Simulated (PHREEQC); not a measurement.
**Acid mine or pickling water**

Synthetic water in mmol/kgw, 25 °C, pH 4.05, pe 8.4: Na 59.6; K 10.3; Ca 0.98; Mg 3.95; Cl 18.2; S(6) 32.2; Br 0.0465; Cu(2) 0.0116.

Valence states are taken as typed.

The numbers come from PHREEQC with the ion-association model, wateq4f.dat.

Each row changes one thing in this solution. Precipitation was switched off in this run.

| case | ionic strength (mol/kgw) | Na+ (mol/kgw) | SO4-2 (mol/kgw) | K+ (mol/kgw) | NaSO4- (mol/kgw) | Mg+2 (mol/kgw) | SI of Gypsum (CaSO4:2H2O) | SI of Halite (NaCl) |
|---|---|---|---|---|---|---|---|---|
| as made | 0.102 | 0.0568 | 0.0264 | 0.00966 | 0.00276 | 0.00207 | -1.09 | -4.79 |
| all concentrations times 2 at the same typed pH | 0.196 | 0.111 | 0.0493 | … | 0.00804 | … | -0.74 | -4.25 |
| Na from 59.6 to 119 mmol/kgw | 0.129 | 0.114 | 0.0247 | 0.00974 | 0.00480 | 0.00228 | -1.15 | … |

Problem. Complete the blanks.

Solution. 
- all concentrations times 2 at the same typed pH, K+ (mol/kgw): 0.0188
- all concentrations times 2 at the same typed pH, Mg+2 (mol/kgw): 0.00373
- Na from 59.6 to 119 mmol/kgw, SI of Halite (NaCl): -4.51

Complexes and solids missing from the database can't appear.
